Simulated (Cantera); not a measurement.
Feed: 1 mol Si3N4, a varied amount of O2, 24 mol H2, held at 1452 °C and 0.100 bar.

Equilibrium computed with Cantera from the NASA thermochemical tables; the gas is ideal and each condensed phase is pure. Candidate condensed phases: H2O, Si, SiO2, Si2N2O, Si3N4; 35 gas species. Mutual solubility and eutectic melting of coexisting phases are not modelled. The tables hold silica as quartz up to 1696 K and as liquid above; real silica turns to tridymite and cristobalite and melts near 1996 K. Gases not in the tables: Si2H6 and higher silanes. The numbers say what is thermodynamically allowed, not how fast it happens.

**Question.** What share of the Si ends up in condensed phases as a function of n(O2) (mol), at 0.49, 0.61, 0.75, 0.93, 1.2, 1.4, 1.8, 2.2, 2.7, 3.3, 4.1?

**Answer.** 
```tsv
n(O2) (mol)	Si condensed (%)	as
0.49	99.2	Si(l) + Si2N2O(s) + Si3N4(s)
0.61	99.2	Si(l) + Si2N2O(s) + Si3N4(s)
0.75	99.1	Si(l) + Si2N2O(s)
0.93	76.6	SiO2(condensed) + Si2N2O(s)
1.2	77.8	SiO2(condensed) + Si2N2O(s)
1.4	78.5	SiO2(condensed) + Si2N2O(s)
1.8	79.7	SiO2(condensed) + Si2N2O(s)
2.2	80.5	SiO2(condensed) + Si2N2O(s)
2.7	81.4	SiO2(condensed) + Si2N2O(s)
3.3	99.8	SiO2(condensed)
4.1	100.0	SiO2(condensed)
```
